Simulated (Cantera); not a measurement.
Cantera run:

```python
import numpy as np
import cantera as ct

gas_names = """
    H H2O
""".split()
cond_names = """
    NbO2(I) NbO2(II) NbO2(III) NbO2(L) Nb(cr) Nb(L)
""".split()


# ... load() reads the species with a 1 bar reference pressure and builds the phases ...
species = {s.name: s for s in load("nasa_gas.yaml", gas_names) + load("nasa_condensed.yaml", cond_names)}
# Each term lists the table entries of one substance; the one whose range holds T is used.
reactions = {
    '4 H(g) + NbO2 = Nb + 2 H2O(g)':
        [(-4, ['H']), (-1, ['NbO2(I)', 'NbO2(II)', 'NbO2(III)', 'NbO2(L)']), (1, ['Nb(cr)', 'Nb(L)']), (2, ['H2O'])],
}


def pick(names, T):
    return next(species[n] for n in names if species[n].thermo.min_temp <= T <= species[n].thermo.max_temp)


results = []
for label, terms in reactions.items():
    print(label)
    print("     T/K   dH/kJ  dS/(J/K)   dG/kJ   log10 K")
    for T in [425, 625, 825, 1025, 1225, 1425, 1625, 1825, 2025, 2225]:
        used = [(nu, pick(names, T)) for nu, names in terms]
        dH = sum(nu * s.thermo.h(T) for nu, s in used) / 1e6
        dS = sum(nu * s.thermo.s(T) for nu, s in used) / 1e3
        dG = dH - T * dS / 1e3
        logK = -dG * 1e6 / (ct.gas_constant * T * np.log(10))
        results.append((label, T, dH, dS, dG, logK, [s.name for _, s in used]))
        print(f"{T:8g} {dH:8.1f} {dS:8.1f} {dG:8.1f} {logK:8.2f}")
```

Result:

```
4 H(g) + NbO2 = Nb + 2 H2O(g)
     T/K   dH/kJ  dS/(J/K)   dG/kJ   log10 K
     425   -567.3   -117.6   -517.3    63.58
     625   -578.2   -138.7   -491.5    41.08
     825   -589.6   -154.5   -462.2    29.26
    1025   -601.5   -167.4   -429.9    21.91
    1225   -616.8   -181.2   -394.9    16.84
    1425   -626.0   -188.1   -357.9    13.12
    1625   -634.2   -193.5   -319.7    10.28
    1825   -641.4   -197.7   -280.6     8.03
    2025   -647.6   -200.9   -240.7     6.21
    2225   -745.5   -246.0   -198.2     4.65
```

Source: NASA polynomial tables (part measured, part estimated), evaluated in Cantera. Condensed species are held in their standard states even where they would react or evaporate.
